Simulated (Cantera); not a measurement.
**Thermodynamics of boron, boron nitride and boron oxide, feed B + N2 + H2**

Input: 1 mol B, 0.49 mol N2, 2.4 mol H2.

These are equilibrium values from Cantera (NASA tables, ideal gas, pure condensed phases), not measurements of a reactor. Candidate condensed phases: B, BN; 15 gas species. Mutual solubility and eutectic melting of coexisting phases are not modelled. Rates play no part.

Question: Map the stable condensed phases over T = 1502, 1552, 1602, 1652, 1702, 1752, 1802, 1852, 1902, 1952, 2002, 2052 °C and P in Pa = 10, 32, 100, 320, 1000, 3200, 10000, 32000, 100000.

Answer: 
```
T in °C \ P in Pa
             10     32    100    320   1000   3200  10000  32000 100000
   2052       A      A      A      A      A      A      B      B      B
   2002       A      A      A      A      A      B      B      B      B
   1952       A      A      A      A      A      B      B      B      B
   1902       A      A      A      A      B      B      B      B      B
   1852       A      A      A      A      B      B      B      B      B
   1802       A      A      A      B      B      B      B      B      B
   1752       A      A      A      B      B      B      B      B      B
   1702       A      A      B      B      B      B      B      B      B
   1652       A      B      B      B      B      B      B      B      B
   1602       B      B      B      B      B      B      B      B      B
   1552       B      B      B      B      B      B      B      B      B
   1502       B      B      B      B      B      B      B      B      B
```
A: B; B: B + BN.
